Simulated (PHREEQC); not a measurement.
A solution holds 0.0074 mol CaCl2, 0.0009 mol Na2SO4 and 4.2e-05 mol MgSO4 per kg of water, at 20 °C. Closed to the air; pH follows from the charge balance.

All values are PHREEQC results (ion-association model, wateq4f.dat), not measurements.

Each row changes one thing in this solution. Precipitation was switched off in this run.

| case | pH | SO4-2 (mol/kgw) | NaSO4- (mol/kgw) | HSO4- (mol/kgw) | SI of Mirabilite (Na2SO4:10H2O) |
|---|---|---|---|---|---|
| as made | 7.06 | 0.000656 | 3.20e-6 | 3.22e-9 | -7.70 |
| diluted 2-fold with water | 7.07 | 0.000365 | 1.03e-6 | 1.95e-9 | (withheld) |
| CaCl2 replaced by LiCl at the same molality | 7.09 | 0.000914 | 5.30e-6 | 4.79e-9 | (withheld) |
| CaCl2 left out | 7.09 | 0.000931 | 6.44e-6 | 5.52e-9 | -7.32 |
| MgSO4 replaced by MnSO4 at the same molality | 7.05 | 0.000656 | 3.20e-6 | 3.29e-9 | -7.70 |
| MgSO4 from 4.2e-05 to 4.2e-06 mol/kgw | 7.07 | 0.000630 | 3.07e-6 | 3.08e-9 | (withheld) |

Q: Some entries are withheld; supply them.

A: 
- diluted 2-fold with water, SI of Mirabilite (Na2SO4:10H2O): -8.46
- CaCl2 replaced by LiCl at the same molality, SI of Mirabilite (Na2SO4:10H2O): -7.45
- MgSO4 from 4.2e-05 to 4.2e-06 mol/kgw, SI of Mirabilite (Na2SO4:10H2O): -7.72

Species that the database lacks are ignored.
